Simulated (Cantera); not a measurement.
A perfectly stirred reactor is fed with 33.6 % CH₄, 57.0 % CO₂, 9.40 % H₂, at 101000 Pa; it is held at 1675 K, and followed from long to short residence time.

Cantera simulation using GRI-Mech 3.0 (53 species, 325 reactions); the numbers are that mechanism's predictions, not measurements.

x: mole fraction; the columns are a selection and need not sum to one.

```json
[
 {"τ (s)": "0.32", "x CH₄": "0.0448", "x CO₂": "0.146", "x H₂": "0.197", "x CH₂O": "3.67e-6", "x C₂H": "7.67e-8", "x C₂H₄": "0.00105"},
 {"τ (s)": "0.18", "x CH₄": "0.0580", "x CO₂": "0.178", "x H₂": "0.179", "x CH₂O": "5.56e-6", "x C₂H": "8.66e-8", "x C₂H₄": "0.00125"},
 {"τ (s)": "0.099", "x CH₄": "0.0776", "x CO₂": "0.222", "x H₂": "0.166", "x CH₂O": "7.99e-6", "x C₂H": "8.94e-8", "x C₂H₄": "0.00156"},
 {"τ (s)": "0.055", "x CH₄": "0.105", "x CO₂": "0.277", "x H₂": "0.161", "x CH₂O": "1.04e-5", "x C₂H": "8.25e-8", "x C₂H₄": "0.00202"},
 {"τ (s)": "0.031", "x CH₄": "0.141", "x CO₂": "0.341", "x H₂": "0.160", "x CH₂O": "1.26e-5", "x C₂H": "6.83e-8", "x C₂H₄": "0.00266"},
 {"τ (s)": "0.017", "x CH₄": "0.184", "x CO₂": "0.410", "x H₂": "0.159", "x CH₂O": "1.47e-5", "x C₂H": "5.07e-8", "x C₂H₄": "0.00349"},
 {"τ (s)": "0.0097", "x CH₄": "0.223", "x CO₂": "0.465", "x H₂": "0.152", "x CH₂O": "1.67e-5", "x C₂H": "3.53e-8", "x C₂H₄": "0.00427"},
 {"τ (s)": "0.0054", "x CH₄": "0.259", "x CO₂": "0.507", "x H₂": "0.139", "x CH₂O": "1.87e-5", "x C₂H": "2.20e-8", "x C₂H₄": "0.00488"},
 {"τ (s)": "0.0030", "x CH₄": "0.287", "x CO₂": "0.535", "x H₂": "?", "x CH₂O": "2.02e-5", "x C₂H": "?", "x C₂H₄": "0.00497"},
 {"τ (s)": "0.0017", "x CH₄": "0.306", "x CO₂": "0.552", "x H₂": "?", "x CH₂O": "2.06e-5", "x C₂H": "?", "x C₂H₄": "?"},
 {"τ (s)": "0.00095", "x CH₄": "0.319", "x CO₂": "0.561", "x H₂": "0.104", "x CH₂O": "1.95e-5", "x C₂H": "2.11e-9", "x C₂H₄": "0.00317"}
]
```

Task: What belongs in the gaps?

Result: 
- 0.0030, x H₂: 0.125
- 0.0030, x C₂H: 1.21e-8
- 0.0017, x H₂: 0.113
- 0.0017, x C₂H: 5.72e-9
- 0.0017, x C₂H₄: 0.00437
